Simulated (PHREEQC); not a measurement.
2.3 g of hydrous ferric oxide (600 m²/g; 0.2 weak and 0.005 strong sites per Fe, Dzombak-Morel constants, diffuse double layer) in 1 kg of water with 0.1 mol/kgw of an inert sodium salt and 3.8e-05 mol Na2HAsO4 and 5.6e-05 mol ZnCl2, at 25 °C; the pH is set by adding NaOH or the inert anion's acid. Oxygen is held at 0.21 atm. No CO2 enters from the air. Precipitation was switched off in this run.

The series has 13 steps of pH, from 3 to 11.

Model: ion-association model, wateq4f.dat, run in PHREEQC.

Problem. Near which pH is half of the Zn sorbed, and on which side is more sorbed?

Solution. Near pH 5.5, with more sorbed at higher pH.

Complexes and solids missing from the database can't appear. The database has no arsenate complexes of Zn. The oxide is taken as insoluble; below pH 4 it would dissolve.
